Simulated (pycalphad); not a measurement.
An equivalent pycalphad script:

```python
from pycalphad import Database, equilibrium, calculate, variables as v
import numpy as np
db = Database('COST507.tdb')
comps = ['SI', 'CU', 'VA']
phases = ['BCC_A2', 'CU19SI6_ETA', 'CU33SI7_DELTA', 'CU4SI_EPSILON', 'CU56SI11_GAMMA', 'DIAMOND_A4', 'FCC_A1', 'HCP_A3', 'LIQUID']
eq = equilibrium(db, comps, phases, {v.X('CU'): 0.0579, v.T: np.arange(1850, 499, -75), v.P: 101325, v.N: 1}, output=['HM', 'SM'])
```

All values are pycalphad results on the COST 507 light-alloy database (1999) (1 atm), not direct measurements. The data set is of 1999 and partly superseded. Amounts are mole fractions of atoms. Diffusion is slow at the low end, where real alloys seldom reach equilibrium.

Results at three of the temperatures:

```
T = 1550.00 K, P = 101325 Pa, N = 1 mol of atoms
G = -63228 J/mol, H = 42320 J/mol, S = 68.10 J/(mol K)  (SER reference)
chemical potentials (J/mol): Si -59910, Cu -117217
phase             fraction      x(Si)      x(Cu)
DIAMOND_A4          0.7385     1.0000       none
LIQUID              0.2615     0.7786     0.2214
```

```
T = 1100.00 K, P = 101325 Pa, N = 1 mol of atoms
G = -36722 J/mol, H = 20702 J/mol, S = 52.20 J/(mol K)  (SER reference)
chemical potentials (J/mol): Si -35242, Cu -60793
phase             fraction      x(Si)      x(Cu)
DIAMOND_A4          0.9151     1.0000       none
LIQUID              0.0849     0.3183     0.6817
```

```
T = 1025.00 K, P = 101325 Pa, N = 1 mol of atoms
G = -32914 J/mol, H = 17896 J/mol, S = 49.57 J/(mol K)  (SER reference)
chemical potentials (J/mol): Si -31573, Cu -54727
phase             fraction      x(Si)      x(Cu)
DIAMOND_A4          0.9238     1.0000       none
CU19SI6_ETA         0.0762     0.2400     0.7600
```

Changes of the phase set, refined by bisection:

```
T (K)            phases above                phases below
------  ---------------------  --------------------------
1656.9                 liquid       diamond (Si) + liquid
1073.7  diamond (Si) + liquid  CU19SI6_ETA + diamond (Si)
```

Database names, with the compositions (at.%) that they take in these runs: CU19SI6_ETA: Cu 76 Si 24. DIAMOND_A4 is diamond (Si). An entry "none" or "no" means that the model of the phase leaves that element out. The hcp model here describes the intermediate κ phase of Cu-Si.
